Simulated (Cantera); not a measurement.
Cantera run:

```python
import numpy as np
import cantera as ct

gas_names = """
    F SF4
""".split()
cond_names = """
    MgS(s) Mg(cr) Mg(L)
""".split()


# ... load() reads the species with a 1 bar reference pressure and builds the phases ...
species = {s.name: s for s in load("nasa_gas.yaml", gas_names) + load("nasa_condensed.yaml", cond_names)}
# Each term lists the table entries of one substance; the one whose range holds T is used.
reactions = {
    '4 F(g) + MgS = Mg + SF4(g)':
        [(-4, ['F']), (-1, ['MgS(s)']), (1, ['Mg(cr)', 'Mg(L)']), (1, ['SF4'])],
}


def pick(names, T):
    return next(species[n] for n in names if species[n].thermo.min_temp <= T <= species[n].thermo.max_temp)


results = []
for label, terms in reactions.items():
    print(label)
    print("     T/K   dH/kJ  dS/(J/K)   dG/kJ   log10 K")
    for T in [823, 898, 973, 1048, 1123, 1198, 1273]:
        used = [(nu, pick(names, T)) for nu, names in terms]
        dH = sum(nu * s.thermo.h(T) for nu, s in used) / 1e6
        dS = sum(nu * s.thermo.s(T) for nu, s in used) / 1e3
        dG = dH - T * dS / 1e3
        logK = -dG * 1e6 / (ct.gas_constant * T * np.log(10))
        results.append((label, T, dH, dS, dG, logK, [s.name for _, s in used]))
        print(f"{T:8g} {dH:8.1f} {dS:8.1f} {dG:8.1f} {logK:8.2f}")
```

It prints:

```
4 F(g) + MgS = Mg + SF4(g)
     T/K   dH/kJ  dS/(J/K)   dG/kJ   log10 K
     823   -743.0   -371.2   -437.5    27.77
     898   -743.2   -371.4   -409.7    23.83
     973   -734.8   -362.3   -382.3    20.52
    1048   -734.8   -362.3   -355.1    17.70
    1123   -734.6   -362.1   -327.9    15.25
    1198   -734.5   -362.0   -300.8    13.11
    1273   -734.4   -361.9   -273.6    11.23
```

Cantera with NASA thermochemical tables; ideal gases at 1 bar, condensed phases pure. Condensed species are held in their standard states even where they would react or evaporate.
